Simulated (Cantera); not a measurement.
Input: 1 mol C3H8, 0.078 mol O2, 57 mol H2, at 13.3 mbar.

These are equilibrium values from Cantera (NASA tables, ideal gas, pure condensed phases), not measurements of a reactor. Candidate condensed phases: C, C6H6, C7H8, C8H18, H2O; 110 gas species. The numbers say what is thermodynamically allowed, not how fast it happens.

**Question.** At 2400 K, list the 6 most abundant gas species with their mole fractions, and the condensed phases.

**Answer.** H2 0.863, H 0.128, C2H2 (acetylene) 0.00602, CO 0.00239, C2H 5.14e-5, C4H2 1.73e-5. Condensed: C(graphite).
